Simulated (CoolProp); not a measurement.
Nitrogen along the isotherm -128.25 °C: Z from the reference equation and from simpler models built on Tc = -147.0 °C, pc = 33.96 bar, ω = 0.037; each cubic takes its own stable root.

The numbers come from the reference Helmholtz-energy equation of state, Span 2000 in CoolProp.

```csv
p (bar),phase,reference
21.2,gas,0.8523
42.4,supercritical,0.6728
63.7,supercritical,0.4946
84.9,supercritical,0.4741
106,supercritical,0.5198
127,supercritical,0.5783
149,supercritical,0.6434
170,supercritical,0.7065
191,supercritical,0.7697
212,supercritical,0.8325
233,supercritical,0.8950
255,supercritical,0.9598
276,supercritical,1.021
297,supercritical,1.082
318,supercritical,1.142
340,supercritical,1.205
```

How far does each simpler model (Redlich-Kwong, Soave-Redlich-Kwong) lie from the reference over these 16 states: mean and median of the absolute difference, and the worst?


- Redlich-Kwong: mean 2.1 %, median 1.2 %, worst +6.6 % at -128.25 °C and 84.9 bar
- Soave-Redlich-Kwong: mean 2.5 %, median 1.2 %, worst +8.3 % at -128.25 °C and 84.9 bar
